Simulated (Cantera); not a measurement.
Input: 1 mol PbO, 0.38 mol O2, 23 mol N2, equilibrated at 6600 Torr.

Equilibrium computed with Cantera from the NASA thermochemical tables; the gas is ideal and each condensed phase is pure. Candidate condensed phases: Pb, PbO, PbO2, Pb3O4; 12 gas species. Gases not in the tables: (PbO)n polymers. The numbers say what is thermodynamically allowed, not how fast it happens.

### Question
Which condensed phases are stable at each of these points (T (°C)): 452, 502, 552, 602, 652, 702, 752, 802, 852, 902, 952, 1002, 1052?

### Answer
| T (°C) | condensed phases | Pb condensed (%) |
|---|---|---|
| 452 | PbO(red) | 100.0 |
| 502 | PbO(yellow) | 100.0 |
| 552 | PbO(yellow) | 100.0 |
| 602 | PbO(yellow) | 100.0 |
| 652 | PbO(yellow) | 100.0 |
| 702 | PbO(yellow) | 100.0 |
| 752 | PbO(yellow) | 100.0 |
| 802 | PbO(yellow) | 100.0 |
| 852 | PbO(yellow) | 100.0 |
| 902 | PbO(l) | 100.0 |
| 952 | PbO(l) | 100.0 |
| 1002 | PbO(l) | 99.9 |
| 1052 | PbO(l) | 99.8 |

At 452 °C the condensed part is PbO(red). From 502 °C to 852 °C the condensed part is PbO(yellow). From 902 °C to 1052 °C the condensed part is PbO(l).
